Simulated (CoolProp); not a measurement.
Decamethyltetrasiloxane (MD2M) at several states: fugacity coefficient from the reference equation and from simpler models built on Tc = 326.2 °C, pc = 1144 kPa, ω = 0.635; each cubic takes its own stable root.

Values from CoolProp's reference Helmholtz-energy equation of state, Thol 2017.

```json
[
 {"T (°C)": "304.95", "p (kPa)": "760", "phase": "gas", "reference": "0.7576"},
 {"T (°C)": "231.75", "p (kPa)": "16.6", "phase": "gas", "reference": "0.9914"},
 {"T (°C)": "-43.25", "p (kPa)": "382", "phase": "liquid", "reference": "7.122e-8"},
 {"T (°C)": "-61.65", "p (kPa)": "359", "phase": "liquid", "reference": "3.230e-9"},
 {"T (°C)": "-16.65", "p (kPa)": "247", "phase": "liquid", "reference": "3.877e-6"},
 {"T (°C)": "-22.85", "p (kPa)": "10.1", "phase": "liquid", "reference": "4.303e-5"}
]
```

Problem. How far does each simpler model (van der Waals, Peng-Robinson) lie from the reference over these 6 states: mean and median of the absolute difference, and the worst?

Solution. 
- van der Waals: mean 34739841.6 %, median 1517169.4 %, worst +188359033.1 % at -61.65 °C and 359 kPa
- Peng-Robinson: mean 153.0 %, median 129.0 %, worst +417.6 % at -61.65 °C and 359 kPa
